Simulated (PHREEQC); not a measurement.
1 kg of water holding 0.11 mol/kgw LiCl, 0.62 mol/kgw NaCl and 0.042 mol/kgw MgSO4 is evaporated at 25 °C; the solids stay in contact with the brine. CO2 from the air is kept out. The run lets Bischofite, Bloedite, Brucite, Epsomite, Halite, Hexahydrite, Kieserite, Mirabilite, Thenardite, MgCl2_4H2O precipitate or redissolve, and no other solid.

The numbers come from PHREEQC with the Pitzer model, pitzer.dat.

**Question.** Predict ionic strength at water left (kg) = 0.8219, 0.2533, 0.2082, 0.09502.

**Answer.** 
```tsv
water left (kg)	ionic strength
0.8219	1.09
0.2533	3.54
0.2082	4.31
0.09502	7.57
```
